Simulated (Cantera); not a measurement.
A closed system holds: 1 mol PbO, a varied amount of H2, at 7.80 mbar.

These are equilibrium values from Cantera (NASA tables, ideal gas, pure condensed phases), not measurements of a reactor. Candidate condensed phases: H2O, Pb, PbO, PbO2, Pb3O4; 12 gas species. Each liquid is taken as pure. Mutual solubility and eutectic melting of coexisting phases are not modelled. The numbers say what is thermodynamically allowed, not how fast it happens.

### Question
What condenses at these points (T in K, n(H2) in mol): (1350, 0.42); (1350, 1.1); (850, 0.73); (1150, 0.64); (1250, 0.97); (1150, 0.84); (800, 1.9)?

### Answer
```
T (K)  n(H2) in mol  condensed phases  Pb condensed (%)
-----  ------------  ----------------  ----------------
1350           0.42               PbO              45.1
1350            1.1          gas only               0.0
850            0.73          Pb + PbO             100.0
1150           0.64          Pb + PbO              97.3
1250           0.97          Pb + PbO              76.5
1150           0.84          Pb + PbO              96.5
800             1.9                Pb             100.0
```
